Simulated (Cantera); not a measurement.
## Premixed flame

A freely propagating, adiabatic, planar premixed flame of H2 : O2 : N2 = 1 : 0.217 : 0.817 (molar parts), equivalence ratio 2.3, unburnt at 398 K and 7500 Torr; multicomponent+Soret transport, grid criteria slope 0.08 and curve 0.16, no radiation.

Model: the H2/O2 subset of GRI-Mech 3.0, which has no nitrogen chemistry, integrated in Cantera. The hydrogen kinetics of GRI-Mech 3.0 are dated; newer H2 mechanisms differ, most at raised pressure. Burning velocities carry a grid error of a few per cent, more on coarse grids.

| z (mm) | T (K) | u (m/s) | x H2 | x O2 | x OH | x H2O | x O | x H |
|---|---|---|---|---|---|---|---|---|
| -0.0693 | 398 | 3.23 | 0.492 | 0.107 | <1e-8 | 6.64e-8 | <1e-8 | <1e-8 |
| -0.0462 | 398 | 3.23 | 0.491 | 0.107 | <1e-8 | 6.51e-7 | <1e-8 | <1e-8 |
| -0.0347 | 399 | 3.22 | 0.489 | 0.107 | <1e-8 | 7.23e-6 | <1e-8 | <1e-8 |
| -0.0231 | 408 | 3.23 | 0.477 | 0.110 | <1e-8 | 0.000156 | 8.91e-8 | <1e-8 |
| -0.0116 | 571 | 4.18 | 0.423 | 0.116 | 3.47e-5 | 0.0106 | 8.45e-6 | 2.27e-5 |
| -0.00578 | 927 | 6.68 | 0.394 | 0.0989 | 0.000556 | 0.0493 | 0.000133 | 0.00162 |
| 0 | 1310 | 9.46 | 0.359 | 0.0684 | 0.000964 | 0.110 | 0.000551 | 0.00863 |
| 0.00578 | 1569 | 11.4 | 0.325 | 0.0377 | 0.00141 | 0.167 | 0.000781 | 0.0178 |
| 0.0116 | 1716 | 12.5 | 0.304 | 0.0177 | 0.00160 | 0.204 | 0.000580 | 0.0235 |
| 0.0231 | 1840 | 13.4 | 0.290 | 0.00356 | 0.00157 | 0.230 | 0.000205 | 0.0244 |
| 0.0462 | 1922 | 13.9 | 0.292 | 0.000280 | 0.00130 | 0.238 | 6.74e-5 | 0.0185 |
| 0.0924 | 1980 | 14.3 | 0.297 | 1.55e-5 | 0.000892 | 0.239 | 2.56e-5 | 0.0115 |
| 0.185 | 2018 | 14.5 | 0.300 | 3.51e-6 | 0.000532 | 0.240 | 8.36e-6 | 0.00645 |
x: mole fraction of selected species; z is measured from the peak of heat release.

The laminar burning velocity is 323 cm/s and the thermal thickness is 0.0231 mm. The peak x(OH) is 0.00162. The peak x(O) is 0.000783. The peak x(H) comes out as 0.0251 and the grid points is 121.
